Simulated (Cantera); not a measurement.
**Adiabatic ignition**

An adiabatic, constant-volume homogeneous reactor starts with CH₄ : O₂ : N₂ = 1 : 0.87 : 3.27 (molar parts), equivalence ratio 2.3, at 1298 K and 2.70 bar.

Detailed kinetics in Cantera: GRI-Mech 3.0 (53 species, 325 reactions).

```json
[
 {"t (s)": "3.00e-6", "T (K)": "1298", "P (bar)": "2.70", "x CH₄": "0.195", "x O₂": "0.169", "x O": "3.67e-11", "x CH₂O": "5.41e-10", "x NO₂": "<1e-12"},
 {"t (s)": "7.83e-6", "T (K)": "1298", "P (bar)": "2.70", "x CH₄": "0.195", "x O₂": "0.169", "x O": "5.84e-11", "x CH₂O": "3.85e-9", "x NO₂": "<1e-12"},
 {"t (s)": "2.04e-5", "T (K)": "1298", "P (bar)": "2.70", "x CH₄": "0.195", "x O₂": "0.169", "x O": "1.23e-10", "x CH₂O": "2.88e-8", "x NO₂": "<1e-12"},
 {"t (s)": "5.33e-5", "T (K)": "1298", "P (bar)": "2.70", "x CH₄": "0.195", "x O₂": "0.169", "x O": "3.60e-10", "x CH₂O": "2.47e-7", "x NO₂": "<1e-12"},
 {"t (s)": "0.000139", "T (K)": "1298", "P (bar)": "2.70", "x CH₄": "0.195", "x O₂": "0.169", "x O": "1.38e-9", "x CH₂O": "2.61e-6", "x NO₂": "<1e-12"},
 {"t (s)": "0.000363", "T (K)": "1298", "P (bar)": "2.70", "x CH₄": "0.194", "x O₂": "0.169", "x O": "3.51e-9", "x CH₂O": "2.26e-5", "x NO₂": "<1e-12"},
 {"t (s)": "0.000949", "T (K)": "1299", "P (bar)": "2.70", "x CH₄": "0.194", "x O₂": "0.169", "x O": "4.75e-9", "x CH₂O": "0.000102", "x NO₂": "<1e-12"},
 {"t (s)": "0.00248", "T (K)": "1302", "P (bar)": "2.71", "x CH₄": "0.194", "x O₂": "0.169", "x O": "8.28e-9", "x CH₂O": "0.000374", "x NO₂": "<1e-12"},
 {"t (s)": "0.00646", "T (K)": "1351", "P (bar)": "2.81", "x CH₄": "0.184", "x O₂": "0.162", "x O": "7.08e-8", "x CH₂O": "0.00211", "x NO₂": "<1e-12"},
 {"t (s)": "0.0169", "T (K)": "2490", "P (bar)": "6.33", "x CH₄": "1.74e-9", "x O₂": "1.28e-6", "x O": "6.22e-6", "x CH₂O": "7.85e-8", "x NO₂": "2.64e-10"},
 {"t (s)": "0.0440", "T (K)": "2490", "P (bar)": "6.33", "x CH₄": "1.74e-9", "x O₂": "1.28e-6", "x O": "6.23e-6", "x CH₂O": "7.85e-8", "x NO₂": "2.53e-10"},
 {"t (s)": "0.115", "T (K)": "2490", "P (bar)": "6.33", "x CH₄": "1.74e-9", "x O₂": "1.28e-6", "x O": "6.23e-6", "x CH₂O": "7.85e-8", "x NO₂": "2.53e-10"},
 {"t (s)": "0.300", "T (K)": "2490", "P (bar)": "6.33", "x CH₄": "1.74e-9", "x O₂": "1.28e-6", "x O": "6.23e-6", "x CH₂O": "7.85e-8", "x NO₂": "2.53e-10"}
]
```
x: mole fraction; the columns are a selection and need not sum to one.

| Property | Result |
|---|---|
| time of steepest temperature rise | 7.68 ms |
| temperature at 0.300 s | 2490 K |
| equilibrium temperature | 2490 K |
| x(CH₄) at 0.300 s | 1.74e-9 (gas-phase equilibrium 1.96e-9) |
| x(O₂) at 0.300 s | 1.28e-6 (gas-phase equilibrium 1.28e-6) |
| x(O) at 0.300 s | 6.23e-6 (gas-phase equilibrium 6.23e-6) |
